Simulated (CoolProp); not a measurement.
Propyne along the isotherm 474 K: fugacity coefficient from the reference equation and from simpler models built on Tc = 402.7 K, pc = 5.658 MPa, ω = 0.204; each cubic takes its own stable root.

Model: reference Helmholtz-energy equation of state, Polt 1992, in CoolProp. This equation is an older, rougher fit; its heat capacities, sound speeds and derivatives of the liquid may be far off and weren't checked against measurements.

| p (MPa) | phase | reference | van der Waals | Soave-Redlich-Kwong | Peng-Robinson |
|---|---|---|---|---|---|
| 2.36 | gas | 0.9159 | 0.9182 | 0.9209 | 0.9090 |
| 4.71 | gas | 0.8371 | 0.8381 | 0.8465 | ? |
| 7.07 | supercritical | 0.7626 | 0.7582 | 0.7762 | ? |
| 9.43 | supercritical | 0.6932 | 0.6794 | 0.7115 | 0.6798 |
| 11.8 | supercritical | 0.6312 | 0.6112 | 0.6543 | 0.6203 |
| 14.1 | supercritical | 0.5808 | 0.5623 | 0.6084 | 0.5729 |
| 16.5 | supercritical | 0.5388 | 0.5256 | 0.5704 | 0.5337 |
| 18.9 | supercritical | 0.5061 | 0.4991 | 0.5408 | 0.5029 |
| 21.2 | supercritical | 0.4814 | 0.4805 | ? | 0.4796 |
| 23.6 | supercritical | 0.4611 | 0.4664 | 0.5005 | 0.4600 |
| 25.9 | supercritical | 0.4457 | 0.4568 | 0.4868 | 0.4450 |
| 28.3 | supercritical | 0.4329 | 0.4499 | 0.4755 | ? |

### Question
What belongs in the gaps?

### Answer

- 4.71, Peng-Robinson: 0.8255
- 7.07, Peng-Robinson: 0.7487
- 21.2, Soave-Redlich-Kwong: 0.5187
- 28.3, Peng-Robinson: 0.4323
